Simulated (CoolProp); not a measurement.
Vapour-liquid equilibrium of isohexane (1) + ethanol (2) at 118.75 °C; x and y are mole fractions of (1).

Model: multi-fluid Helmholtz-energy mixture model, Lemmon 2006 and Schroeder 2014; pair parameters Bell 2016, in CoolProp.

| x | bubble pressure (MPa) | y at the bubble point | dew pressure at overall composition x (MPa) | liquid density (mol/L) |
|---|---|---|---|---|
| 0.05 | 0.4894 | 0.185 | (withheld) | 14.14 |
| 0.2 | 0.6162 | (withheld) | 0.4966 | 11.92 |
| 0.35 | 0.6580 | 0.488 | 0.5796 | 10.21 |
| 0.5 | 0.6698 | 0.532 | 0.6626 | 8.900 |
| 0.65 | (withheld) | 0.580 | 0.6415 | 7.900 |
| 0.8 | 0.6350 | 0.664 | 0.5682 | 7.141 |
| 0.95 | 0.5372 | 0.864 | 0.4986 | 6.563 |

Q: Complete the blanks.

A: 
- 0.05, dew pressure at overall composition x (MPa): 0.4302
- 0.2, y at the bubble point: 0.410
- 0.65, bubble pressure (MPa): 0.6662

y crosses x between x = 0.5 and 0.65: the model has an azeotrope there.

The pair parameters rest on a limited set of measurements; away from them the model extrapolates. With so large a gap from Raoult's law the liquid may split in two, which this calculation doesn't test in full.
